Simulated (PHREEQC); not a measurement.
## Brine (model solution)

A solution holds 0.3 mol/kgw Na2CO3, 0.018 mol/kgw Na2B4O7 and 0.001 mol/kgw H4SiO4, at 25 °C. Closed to the air; pH follows from the charge balance.

Equilibrium calculation in PHREEQC: Pitzer model, pitzer.dat.

| Property | Result |
|---|---|
| pH | 10.56 |
| ionic strength | 0.900 mol/kgw |
| activity of water | 0.986 |
| density | 1.034 g/cm³ |
| osmotic coefficient | 0.765 |
| total alkalinity | 636 meq/kg |

```csv
species,molality,activity,log γ
Na+,0.636,0.362,-0.245
CO3-2,0.265,0.0336,-0.897
B(OH)4-,0.0700,0.0348,-0.303
HCO3-,0.0355,0.0202,-0.246
B(OH)3,0.00190,0.00168,-0.054
H3SiO4-,0.000905,0.000456,-0.297
OH-,0.000553,0.000363,-0.183
H4SiO4,7.92e-5,8.51e-5,0.031
B3O3(OH)4-,1.63e-5,5.28e-6,-0.489
H2SiO4-2,1.63e-5,1.13e-6,-1.159
B4O5(OH)4-2,1.59e-5,8.12e-7,-1.292
CO2,1.11e-6,1.23e-6,0.047
```

Precipitation was switched off in this run.
